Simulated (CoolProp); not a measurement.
Properties of toluene at several states.

Values from CoolProp's reference Helmholtz-energy equation of state, Lemmon 2006. It is a short technical equation, of lower accuracy than the large ones.

| T (K) | p (bar) | phase | density (kg/m³) | isothermal compressibility (1/MPa) | Prandtl number |
|---|---|---|---|---|---|
| 265.6 | 1.95 | liquid | 892.5 | [?] | [?] |
| 422.1 | 97.8 | liquid | [?] | [?] | [?] |
| 432.1 | 0.631 | gas | 1.645 | 16.11 | [?] |

Question: Complete the blanks.

Answer: 
- 265.6, isothermal compressibility (1/MPa): 0.0007338
- 265.6, Prandtl number: 9.97
- 422.1, density (kg/m³): 754.8
- 422.1, isothermal compressibility (1/MPa): 0.002091
- 422.1, Prandtl number: 4.31
- 432.1, Prandtl number: 0.725

Viscosity comes from a separate model (Avgeri 2015). Thermal conductivity comes from a separate model (Assael 2012).
